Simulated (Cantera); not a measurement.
What does this Cantera script print?

```python
import numpy as np
import cantera as ct

gas_names = """
    H HNO HNO2 HNO3 HO2 H2 H2O H2O2 N NH NH2 NH3 NH2OH NO NO2 NO3 N2 N2H2 N2H4 N2O O OH O2 O3 Pb PbO Pb2
""".split()
cond_names = """
    H2O(s) H2O(L) Pb(cr) Pb(L) PbO(rd) PbO(yw) PbO(L) PbO2(s) Pb3O4(s)
""".split()


# ... load() reads the species with a 1 bar reference pressure and builds the phases ...
atoms = {
    'PbO': {'Pb': 1, 'O': 1},
    'H2': {'H': 2},
    'N2': {'N': 2},
}
top_T = {'Pb3O4(s)': 820}  # K; cautious upper limits of use, not melting points


# ... equilibrate(T, P, feed) seeds the gas with the atoms and calls Mixture.equilibrate('TP', solver="vcs", rtol=1e-11, max_steps=5000) ...
results = []
feed = {'PbO': 1, 'H2': 0.94, 'N2': 90}  # mol
P = 14000  # Pa
for T in [800, 950, 1100, 1250, 1400, 1550, 1700, 1850, 2000]:
    mix = equilibrate(T, P, feed)
    results.append((T, P, feed, dict(zip(mix.species_names, mix.species_moles))))

top = {s: max(r[3][s] / sum(r[3][g] for g in gas_names) for r in results) for s in gas_names}
cols = sorted((s for s in top if top[s] > 0.0001), key=lambda s: -top[s])[:6]
seen = [c for c in cond_names if any(r[3].get(c, 0) > 1e-12 for r in results)]
print("log10 of partial pressures in bar; condensed amounts in mol")
print(f"{'T/K':>10s}" + "".join(f"{s[:9]:>10s}" for s in cols + seen))
for T, P, feed, n in results:
    ng = sum(n[g] for g in gas_names)
    print(f"{T:10.4g}" + "".join(f"{np.log10(max(n[s] / ng * P / 1e5, 1e-99)):10.3f}" for s in cols)
          + "".join(f"{n.get(c, 0):10.4g}" for c in seen))
```

It prints:

```
log10 of partial pressures in bar; condensed amounts in mol
       T/K        N2       H2O        Pb       PbO        H2        NO     Pb(L)   PbO(yw)
       800    -0.858    -2.840    -7.212   -10.155    -7.039   -14.822    0.9399   0.06006
       950    -0.858    -2.840    -5.298    -7.278    -6.753   -11.621    0.9366   0.06008
      1100    -0.859    -2.840    -3.917    -5.208    -6.525    -9.304     0.861   0.05617
      1250    -0.863    -2.844    -2.874    -4.034    -5.961    -7.936    0.0616         0
      1400    -0.863    -2.845    -2.845    -4.021    -5.394    -6.977         0         0
      1550    -0.863    -2.848    -2.847    -3.997    -4.976    -6.164         0         0
      1700    -0.863    -2.852    -2.849    -3.970    -4.641    -5.486         0         0
      1850    -0.863    -2.860    -2.849    -3.965    -4.347    -4.935         0         0
      2000    -0.863    -2.878    -2.847    -4.001    -4.066    -4.509         0         0
```

Method: chemical equilibrium by Gibbs-energy minimisation in Cantera with the NASA 1993 tables (ideal gas, pure condensed phases). Mutual solubility and eutectic melting of coexisting phases are not modelled. Gases not in the tables: (PbO)n polymers.
